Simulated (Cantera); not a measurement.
An isothermal, constant-pressure homogeneous reactor starts with CH4 : H2O : H2 : N2 = 1 : 1.2 : 0.096 : 0.0069 (molar parts), at 1550 K and 1000000 Pa.

Computed with Cantera and GRI-Mech 3.0 (53 species, 325 reactions).

One state of this run: x CH4 = 0.409; x H2O = 0.515; x H2 = 0.0625; x CH2 = 2.19e-9; x CO2 = 9.73e-7. x: mole fraction; the columns are a selection and need not sum to one.

Task: Which value of t (s) does it belong to?
(A) 0.00245
(B) 0.0495
(C) 6.00e-6
(D) 0.222

Result: A, 0.00245
